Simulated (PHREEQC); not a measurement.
## Acid mine or pickling water: speciation

Model water analysis in mmol/kgw, 25 °C, pH 3.32, pe 12.6:

```csv
constituent,mmol/kgw
Na,22
K,0.375
Ca,1.63
Mg,3.33
Cl,3.27
S(6),15.9
Ni,0.0561
P,0.15
Fe(3),0.0483
B,0.241
Br,0.432
```

Valence states are taken as typed.

All values are PHREEQC results (ion-association model, wateq4f.dat), not measurements.

No solid was allowed to form.

Problem. Estimate the ionic strength.

Solution. ionic strength 0.0454 mol/kgw.

Problem. In which forms is Mg present?

Solution. Mg+2 59 %, MgSO4 41 % of the Mg.

The solution is supersaturated, for example in Strengite, Jarosite-K, so a real one may precipitate; this is no full list. Species that the database lacks are ignored. H3PO4, which wateq4f.dat lacks, is added to it with the constant of phreeqc.dat. The database has no phosphate complexes of Ni.
